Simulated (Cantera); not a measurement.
Input: 1 mol MgCl2, 4.4 mol O2, 0.19 mol N2, held at 1775 °C and 0.00345 Torr.

Cantera equilibrium calculation (NASA polynomials, part measured and part estimated; ideal gas, pure solids and liquids). Candidate condensed phases: Mg, MgCl2, MgO; 18 gas species. Rates play no part.

Base state: O2 0.365, O 0.270, Cl 0.228, Mg 0.113, N2 0.0207, NO 0.00186, MgO 0.000623, MgCl 0.000292 (mole fractions); condensed: gas only.

Problem. What changes in the equilibrium state with this change: pressure from 0.00345 Torr to 0.345 Torr?

Solution. 
| species | before | after |
|---|---|---|
| O2 | 0.365 | 0.633 |
| Cl | 0.228 | 0.266 |
| O | 0.270 | 0.0356 |
| Mg | 0.113 | 0.00156 |
| MgCl2 | 0.000158 | 0.0297 |
| N2 | 0.0207 | 0.0296 |
| Cl2 | 3.06e-7 | 4.19e-5 |
| ClO | 4.30e-6 | 6.63e-5 |
| MgO | 0.000623 | 0.000113 |
| MgO(s), mol | 0 | 0.805 |
